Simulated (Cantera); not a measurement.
**Adiabatic ignition**

An adiabatic, constant-volume homogeneous reactor starts with CH4 : C2H6 : C3H8 : O2 : N2 : CO2 = 1 : 0.096 : 0.28 : 1.97 : 7.39 : 2.4 (molar parts), equivalence ratio 1.9, at 1350 K and 10.0 bar.

Computed with Cantera and GRI-Mech 3.0 (53 species, 325 reactions).

| t (s) | T (K) | P (bar) | x CH4 | x C2H6 | x C3H8 | x NO | x O | x C2H |
|---|---|---|---|---|---|---|---|---|
| 8.00e-6 | 1350 | 10.00 | 0.0761 | 0.00729 | 0.0212 | <1e-12 | 3.52e-8 | <1e-12 |
| 2.59e-5 | 1350 | 10.0 | 0.0759 | 0.00729 | 0.0207 | <1e-12 | 6.49e-8 | <1e-12 |
| 8.37e-5 | 1358 | 10.1 | 0.0750 | 0.00726 | 0.0186 | <1e-12 | 1.25e-7 | <1e-12 |
| 0.000270 | 2483 | 21.3 | 7.43e-8 | <1e-12 | <1e-12 | 9.04e-5 | 1.24e-5 | 2.73e-10 |
| 0.000875 | 2482 | 21.3 | 1.91e-10 | <1e-12 | <1e-12 | 0.000117 | 1.24e-5 | <1e-12 |
| 0.00283 | 2482 | 21.3 | 1.92e-10 | <1e-12 | <1e-12 | 0.000151 | 1.23e-5 | <1e-12 |
| 0.00915 | 2482 | 21.3 | 1.92e-10 | <1e-12 | <1e-12 | 0.000163 | 1.23e-5 | <1e-12 |
| 0.0296 | 2482 | 21.3 | 1.92e-10 | <1e-12 | <1e-12 | 0.000163 | 1.23e-5 | <1e-12 |
| 0.0956 | 2482 | 21.3 | 1.92e-10 | <1e-12 | <1e-12 | 0.000163 | 1.23e-5 | <1e-12 |
| 0.309 | 2482 | 21.3 | 1.92e-10 | <1e-12 | <1e-12 | 0.000163 | 1.23e-5 | <1e-12 |
| 1.00 | 2482 | 21.3 | 1.92e-10 | <1e-12 | <1e-12 | 0.000163 | 1.23e-5 | <1e-12 |
x: mole fraction; the columns are a selection and need not sum to one.

| Property | Value |
|---|---|
| time of steepest temperature rise | 0.200 ms |
| temperature at 1.00 s | 2482 K |
| equilibrium temperature | 2482 K |
| x(CH4) at 1.00 s | 1.92e-10 (gas-phase equilibrium 2.10e-10) |
| x(C2H6) at 1.00 s | <1e-12 (gas-phase equilibrium <1e-12) |
| x(C3H8) at 1.00 s | <1e-12 (gas-phase equilibrium <1e-12) |
